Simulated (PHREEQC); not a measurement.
Acid rinse or clean

A solution holds 0.0047 mol HNO3, 0.002 mol ZnSO4 and 0.019 mol KCl per kg of water, at 43 °C. Closed to the air; pH follows from the charge balance.

Model: ion-association model, phreeqc.dat, run in PHREEQC.

Precipitation was switched off in this run.

Question: Estimate the pH, specific conductance.

Answer: pH 2.43; specific conductance 6460 µS/cm.

Question: In which forms is Zn present?

Answer: Zn+2 87 %, ZnSO4 8.0 %, ZnCl+ 4.9 % of the Zn.

Constants without temperature data keep their 25 °C values here.
